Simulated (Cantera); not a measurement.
Gas mixture: N2O = 0.99 (molar parts), at 1.00 bar, frozen composition.

Cantera's kinetic-theory transport with the Lennard-Jones parameters of GRI-Mech 3.0, ideal gas; thermal conductivity in the multicomponent form. The composition is frozen, though it would react at the higher temperatures.

One state of this run: ρ (kg/m³) = 0.662; cp (J/kg/K) = 1192; μ (µPa s) = 34.0; λ (mW/m/K) = 54.7; Pr = 0.742; D (cm²/s) OH = 1.38; D (cm²/s) H2O = 1.10; D (cm²/s) O = 1.41. D: mixture-averaged diffusion coefficient of that species in the mixture.

Question: Which value of T (K) does it belong to?
A) 1400
B) 1200
C) 800
D) 600

Answer: C, 800
